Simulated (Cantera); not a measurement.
Feed: 1 mol CO₂, 0.21 mol H₂O, 0.49 mol O₂, at 2650 K and 0.0220 bar.

These are equilibrium values from Cantera (NASA tables, ideal gas, pure condensed phases), not measurements of a reactor. Candidate condensed phases: C, C₆H₆, C₇H₈, C₈H₁₈, H₂O; 110 gas species. The numbers say what is thermodynamically allowed, not how fast it happens.

Base state: O₂ 0.291, CO₂ 0.237, CO 0.231, O 0.106, H₂O 0.0532, OH 0.0462, H 0.0280, H₂ 0.00786 (mole fractions); condensed: gas only.

**Question.** What changes in the equilibrium state with this change: temperature from 2650 K to 2875 K?

**Answer.** 
| species | before | after |
|---|---|---|
| CO | 0.231 | 0.294 |
| O | 0.106 | 0.235 |
| O₂ | 0.291 | 0.231 |
| CO₂ | 0.237 | 0.102 |
| H₂O | 0.0532 | 0.0197 |
| H | 0.0280 | 0.0636 |
| OH | 0.0462 | 0.0472 |
| H₂ | 0.00786 | 0.00796 |
